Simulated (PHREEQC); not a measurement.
Consider water at 20 °C with 0.21 mol/kgw KH2PO4 and 0.018 mol/kgw HCl. Closed to the air; pH follows from the charge balance.

Model: ion-association model, phreeqc.dat, run in PHREEQC.

Each row changes one thing in this solution. This is a speciation only: nothing precipitates in the calculation.

```
case                                                     pH  ionic strength (mol/kgw)
-----------------------------------------------  ----------  ------------------------
as made                                                3.05                     0.211
temperature from 20 to 15 °C                     (withheld)                     0.211
KH2PO4 from 0.21 to 0.021 mol/kgw                (withheld)                (withheld)
KH2PO4 replaced by NaH2PO4 at the same molality        3.05                     0.211
HCl from 0.018 to 0.18 mol/kgw                         1.60                     0.242
HCl from 0.018 to 0.09 mol/kgw                   (withheld)                     0.218
KH2PO4 left out                                  (withheld)                    0.0180
KH2PO4 from 0.21 to 0.189 mol/kgw                      3.01                     0.190
```

Task: Some entries are withheld; supply them.

Result: 
- temperature from 20 to 15 °C, pH: 3.02
- KH2PO4 from 0.21 to 0.021 mol/kgw, pH: 2.14
- KH2PO4 from 0.21 to 0.021 mol/kgw, ionic strength (mol/kgw): 0.0293
- HCl from 0.018 to 0.09 mol/kgw, pH: 2.19
- KH2PO4 left out, pH: 1.79
